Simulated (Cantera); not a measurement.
An adiabatic, constant-volume homogeneous reactor starts with CH4 : C2H6 : C3H8 : O2 : N2 : H2O = 1 : 0.087 : 0.16 : 3.1 : 11.7 : 1.2 (molar parts), equivalence ratio 1.0, at 1650 K and 10500 Torr. Integrator tolerance rtol = 1e-08.

Computed with Cantera and GRI-Mech 3.0 (53 species, 325 reactions). GRI-Mech 3.0 was tuned for natural gas; its chemistry of propane as a main component is partial and can be far from experiment. The pressure lies above the range GRI-Mech 3.0 was tuned for (to about 10 atm). Above 3000 K some thermodynamic fits are extrapolated.

Question: What does this change do: 1.6 parts H2 added?

Answer: 
| quantity | before | after |
|---|---|---|
| time of steepest temperature rise | 7.73 µs | 4.06 µs |
| temperature at 4.00 s | 3101 K | 3171 K |
| equilibrium temperature | 3101 K | 3171 K |
| x(CH4) at 4.00 s | <1e-12 (gas-phase equilibrium <1e-12) | 8.91e-12 (gas-phase equilibrium 1.05e-11) |
| x(C2H6) at 4.00 s | <1e-12 (gas-phase equilibrium <1e-12) | <1e-12 (gas-phase equilibrium <1e-12) |
| x(C3H8) at 4.00 s | <1e-12 (gas-phase equilibrium <1e-12) | <1e-12 (gas-phase equilibrium <1e-12) |
| x(CH3) at 4.00 s | 1.83e-12 (gas-phase equilibrium 2.26e-12) | 2.95e-11 (gas-phase equilibrium 3.49e-11) |
| x(H2O2) at 4.00 s | 2.57e-6 (gas-phase equilibrium 2.57e-6) | 1.73e-6 (gas-phase equilibrium 1.73e-6) |
| x(HO2) at 4.00 s | 2.31e-5 (gas-phase equilibrium 2.31e-5) | 1.06e-5 (gas-phase equilibrium 1.06e-5) |
| x(C2H4) at 4.00 s | <1e-12 (gas-phase equilibrium <1e-12) | <1e-12 (gas-phase equilibrium <1e-12) |
